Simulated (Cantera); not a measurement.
A closed system holds: 1 mol SiH2Cl2, 0.43 mol C2H2, 18 mol H2, held at 2298 K and 100000 Pa.

Equilibrium computed with Cantera from the NASA thermochemical tables; the gas is ideal and each condensed phase is pure. Candidate condensed phases: C, C6H6, C7H8, C8H18, Si, SiC; 109 gas species. The tables' values for SiCl, SiCl3 are old estimates; treat these amounts as uncertain. Gases not in the tables: Si2H6 and higher silanes. The numbers say what is thermodynamically allowed, not how fast it happens.

Base state: H2 0.899, HCl 0.0835, H 0.00908, SiCl2 0.00639, Cl 0.000607, Si 0.000430, C2H2 (acetylene) 0.000355, SiCl 0.000322 (mole fractions); condensed: SiC(s).

What changes in the equilibrium state with this change: SiH2Cl2 replaced by SiHCl3?


```
species             before     after
----------------  --------  --------
H2                   0.899     0.852
HCl                 0.0835     0.128
H                  0.00908   0.00884
SiCl2              0.00639   0.00846
C2H2 (acetylene)  0.000355   0.00117
SiCl3              5.23e-5  0.000109
SiC(s), mol          0.843     0.809
```
